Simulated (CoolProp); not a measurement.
Vapour-liquid equilibrium of R13 (1) + R11 (2) at 0.0228 MPa; x and y are mole fractions of (1).

Model: multi-fluid Helmholtz-energy mixture model, Platzer 1990 and Jacobsen 1992; pair parameters Bell 2016, in CoolProp. This equation is an older, rougher fit; its heat capacities, sound speeds and derivatives of the liquid may be far off and weren't checked against measurements.

| x | bubble temperature (K) | y at the bubble point | dew temperature at overall composition x (K) | liquid density (mol/L) |
|---|---|---|---|---|
| 0.05 | 207.6 | 0.965 | 259.6 | 12.31 |
| 0.2 | 182.6 | 0.997 | 256.1 | 13.07 |
| 0.35 | 176.2 | 0.999 | 252.0 | 13.56 |
| 0.5 | 173.4 | 0.999 | 247.1 | 14.01 |
| 0.65 | 171.7 | 0.999 | 240.7 | 14.43 |
| 0.8 | 170.2 | 1.000 | 231.5 | 14.85 |
| 0.95 | 168.4 | 1.000 | 212.0 | 15.26 |

No azeotrope shows between x = 0.05 and 0.95.

Pair parameters are fitted to limited data, so mixtures are less certain than the pure fluids. With so large a gap from Raoult's law the liquid may split in two, which this calculation doesn't test in full.
